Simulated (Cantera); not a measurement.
# Ignition delay

Mixture: 9.74 % CH3OH, 19.0 % O2, 71.3 % N2, equivalence ratio 0.77, at 4.93 atm, adiabatic and at constant pressure. Ignition delay is the time to a rise of 400 K.

Model: GRI-Mech 3.0 (53 species, 325 reactions), integrated in Cantera. GRI-Mech 3.0 was tuned for natural gas; its chemistry of methanol as a main component is partial and can be far from experiment.

| T0 (K) | delay (ms) |
|---|---|
| 1175 | 4.04 |
| 1225 | 1.76 |
| 1275 | 0.823 |
| 1325 | 0.413 |
| 1375 | 0.221 |
| 1425 | 0.125 |
| 1475 | 0.0751 |
| 1525 | 0.0472 |
| 1575 | 0.0309 |

```yaml
apparent activation energy between 1475 and 1575 K: 170 kJ/mol
```
